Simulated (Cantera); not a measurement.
An isothermal, constant-pressure homogeneous reactor starts with C₂H₆ : N₂ = 1 : 4.3 (molar parts), at 1375 K and 550 Pa.

Detailed kinetics in Cantera: GRI-Mech 3.0 (53 species, 325 reactions). GRI-Mech 3.0 stops at C3 and has no aromatics, soot or wall deposition, so with more carbon than oxygen in the feed, carbon stays in small species such as C2H2 where larger ones or solid carbon would form. Radical loss at walls, strong at low pressure, is not modelled.

x: mole fraction; the columns are a selection and need not sum to one.

```json
[
 {"t (s)": "1.00e-6", "x C₂H₆": "0.189", "x CH₃": "1.58e-6", "x CH₂": "<1e-12", "x H": "2.95e-10", "x H₂": "9.05e-12", "x C₂H₂": "<1e-12", "x CH₄": "2.77e-10"},
 {"t (s)": "8.18e-6", "x C₂H₆": "0.189", "x CH₃": "1.29e-5", "x CH₂": "<1e-12", "x H": "…", "x H₂": "5.55e-10", "x C₂H₂": "<1e-12", "x CH₄": "1.85e-8"},
 {"t (s)": "6.69e-5", "x C₂H₆": "0.189", "x CH₃": "0.000104", "x CH₂": "1.53e-10", "x H": "…", "x H₂": "7.51e-8", "x C₂H₂": "<1e-12", "x CH₄": "1.23e-6"},
 {"t (s)": "0.000547", "x C₂H₆": "0.188", "x CH₃": "0.000778", "x CH₂": "5.00e-8", "x H": "…", "x H₂": "5.07e-5", "x C₂H₂": "1.79e-9", "x CH₄": "7.74e-5"},
 {"t (s)": "0.00447", "x C₂H₆": "0.169", "x CH₃": "0.00448", "x CH₂": "1.63e-6", "x H": "…", "x H₂": "0.00986", "x C₂H₂": "8.38e-5", "x CH₄": "0.00391"},
 {"t (s)": "0.0366", "x C₂H₆": "0.0289", "x CH₃": "0.00339", "x CH₂": "1.60e-6", "x H": "…", "x H₂": "0.0950", "x C₂H₂": "0.0178", "x CH₄": "0.0568"},
 {"t (s)": "0.299", "x C₂H₆": "0.000119", "x CH₃": "0.000212", "x CH₂": "2.18e-8", "x H": "…", "x H₂": "0.153", "x C₂H₂": "0.0672", "x CH₄": "0.0675"},
 {"t (s)": "2.45", "x C₂H₆": "3.04e-6", "x CH₃": "3.98e-5", "x CH₂": "8.39e-10", "x H": "…", "x H₂": "0.177", "x C₂H₂": "0.0939", "x CH₄": "0.0654"},
 {"t (s)": "20.0", "x C₂H₆": "4.26e-6", "x CH₃": "5.28e-5", "x CH₂": "1.52e-9", "x H": "…", "x H₂": "0.197", "x C₂H₂": "0.114", "x CH₄": "0.0625"}
]
```

Task: Fill in the missing entries.

Result: 
- 8.18e-6, x H: 2.17e-9
- 6.69e-5, x H: 5.54e-8
- 0.000547, x H: 4.60e-6
- 0.00447, x H: 7.28e-5
- 0.0366, x H: 0.000151
- 0.299, x H: 2.50e-5
- 2.45, x H: 5.49e-6
- 20.0, x H: 8.37e-6
